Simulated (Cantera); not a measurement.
**Equilibrium for silicon carbide growth: (CH3)2SiCl2 + C2H2 + H2**

Feed: 1 mol (CH3)2SiCl2, 0.016 mol C2H2, a varied amount of H2, held at 2573 K and 13300 Pa.

Cantera equilibrium calculation (NASA polynomials, part measured and part estimated; ideal gas, pure solids and liquids). Candidate condensed phases: C, C6H6, C7H8, C8H18, Si, SiC; 109 gas species. The feed counts by its element totals alone. The tables' values for SiCl, SiCl3 are old estimates; treat these amounts as uncertain. Gases not in the tables: Si2H6 and higher silanes. Equilibrium is a limit: real reactors are often held back by kinetics, nucleation or transport.

From 4.9 mol H2 to 22 mol H2 the condensed part is C(graphite) + SiC(s). At 48 mol H2 the condensed part is C(graphite). From 100 mol H2 to 470 mol H2 nothing is condensed. The main Si-bearing gas is Si throughout.

```tsv
n(H2) (mol)	x H2	x HCl	x H	x Si	x SiCl2	x Cl	x C2H2 (acetylene)	n C(graphite)	n SiC(s)
4.9	0.691	0.161	0.0782	0.0171	0.0148	0.0128	0.0101	1.17	0.526
10	0.754	0.109	0.0817	0.0171	0.00619	0.00829	0.0110	1.07	0.407
22	0.807	0.0616	0.0845	0.0171	0.00185	0.00453	0.0118	0.913	0.0545
48	0.849	0.0327	0.0867	0.0105	0.000305	0.00235	0.0124	0.193	0
100	0.877	0.0168	0.0881	0.00638	4.71e-5	0.00118	0.00771	0	0
220	0.894	0.00789	0.0890	0.00340	5.44e-6	0.000552	0.00389	0	0
470	0.903	0.00375	0.0894	0.00172	6.16e-7	0.000261	0.00193	0	0
```
x: gas mole fraction; n: condensed amount in mol.
